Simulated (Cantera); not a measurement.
Cantera with NASA thermochemical tables; ideal gases at 1 bar, condensed phases pure. Values are per mole of reaction as written; species without (g) are pure solids or liquids, kept so even where they would boil at 1 bar.

a) 1.333 B + O2(g) ⇌ 0.6667 B2O3(g)
b) 1.2 Ti + O2(g) ⇌ 0.4 Ti3O5
c) Ta + O2(g) ⇌ TaO2(g)
d) 2 Pb + O2(g) ⇌ 2 PbO(g)

Q: Order these by ΔG° at 1750 K, most negative first.

A: b (-679 kJ), a (-511 kJ), c (-247 kJ), d (-64 kJ)
